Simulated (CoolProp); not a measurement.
A single-stage vapour-compression cycle with n-hexane: evaporating at 311.15 K (dew point), condensing at 352.15 K (bubble point), superheat 0 K, subcooling 5 K, compressor efficiency 0.8, no pressure losses. Each further row changes one setting.

Values from CoolProp's reference Helmholtz-energy equation of state, Thol 2019.

| case | cooling COP | pressure ratio | discharge temperature (K) | refrigerating effect (kJ/kg) | volumetric capacity (kJ/m³) |
|---|---|---|---|---|---|
| as stated | 5.27 | 4.02 | 352.2 | 270 | 318 |
| evaporating temperature 316.15 K | 6.24 | 3.31 | 352.2 | 279 | 392 |
| condensing temperature 347.15 K | 6.17 | 3.46 | 347.2 | 283 | 332 |
| subcooling 10 K | 5.51 | 4.02 | 352.2 | 283 | 332 |
| superheat 10 K | 5.35 | 4.02 | 353.2 | 288 | 327 |
| compressor efficiency 0.7 | 4.61 | 4.02 | 352.2 | 270 | 318 |

The compression ends wet for: as stated; evaporating temperature 316.15 K; condensing temperature 347.15 K; subcooling 10 K; compressor efficiency 0.7.
